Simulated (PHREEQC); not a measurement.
0.11 g of hydrous ferric oxide (600 m²/g; 0.2 weak and 0.005 strong sites per Fe, Dzombak-Morel constants, diffuse double layer) in 1 kg of water with 0.001 mol/kgw of an inert sodium salt and 0.24 mmol/kgw H3BO3 and 0.0024 mmol/kgw NaF, at 25 °C; the pH is set by adding NaOH or the inert anion's acid. Oxygen is held at 0.21 atm. CO2 from the air is kept out. No solid was allowed to form.

Base run: PHREEQC, ion-association model, wateq4f.dat. Each further column changes one thing. The table gives F sorbed (%).

```csv
pH,base,no electrostatic term (-no_edl),background salt from 0.001 to 0.0001 mol/kgw,oxide from 0.11 to 0.55 g/kgw,9.3e-05 mol/kgw CaCl2 added
3,96.1,0.3,97.3,99.1,(withheld)
3.67,96.9,0.5,(withheld),(withheld),96.6
4.33,94.2,0.6,96.4,98.8,93.7
5,85.0,0.6,88.9,96.6,84.2
5.67,61.6,0.6,66.4,89.1,60.8
6.33,29.2,0.6,31.7,67.5,28.8
7,8.8,0.7,9.3,(withheld),(withheld)
7.67,2.1,0.8,(withheld),9.7,2.3
8.33,0.5,0.7,0.5,2.4,0.6
9,0.1,0.4,0.1,0.5,0.2
9.67,0.0,0.1,0.0,0.1,0.1
10.33,0.0,0.0,0.0,0.0,0.0
11,0.0,0.0,0.0,0.0,0.0
```

Q: Complete the blanks.

A: 
- 3, 9.3e-05 mol/kgw CaCl2 added: 95.8
- 3.67, background salt from 0.001 to 0.0001 mol/kgw: 98.2
- 3.67, oxide from 0.11 to 0.55 g/kgw: 99.3
- 7, oxide from 0.11 to 0.55 g/kgw: 32.5
- 7, 9.3e-05 mol/kgw CaCl2 added: 8.7
- 7.67, background salt from 0.001 to 0.0001 mol/kgw: 2.2

Real BF4- forms and hydrolyses slowly; the run takes it at equilibrium. The oxide is taken as insoluble; below pH 4 it would dissolve.
